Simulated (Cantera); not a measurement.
Charge: 1 mol SiCl4, 4.1 mol O2, 2.5 mol N2, equilibrated at 133 Pa.

Cantera equilibrium calculation (NASA polynomials, part measured and part estimated; ideal gas, pure solids and liquids). Candidate condensed phases: Si, SiO2, Si2N2O, Si3N4; 23 gas species. The tables hold silica as quartz up to 1696 K and as liquid above; real silica turns to tridymite and cristobalite and melts near 1996 K. Kinetics and transport are ignored.

Task: Which condensed phases are stable at each of these points (T (°C)): 1275, 1375, 1475, 1575, 1675, 1775, 1875?

Result: 
| T (°C) | condensed phases | Si condensed (%) |
|---|---|---|
| 1275 | SiO2(β-quartz) | 100.0 |
| 1375 | SiO2(β-quartz) | 100.0 |
| 1475 | SiO2(condensed) | 100.0 |
| 1575 | SiO2(condensed) | 100.0 |
| 1675 | SiO2(condensed) | 99.7 |
| 1775 | SiO2(l) | 97.4 |
| 1875 | SiO2(l) | 79.0 |

From 1275 °C to 1375 °C the condensed part is SiO2(β-quartz). From 1475 °C to 1675 °C the condensed part is SiO2(condensed). From 1775 °C to 1875 °C the condensed part is SiO2(l).
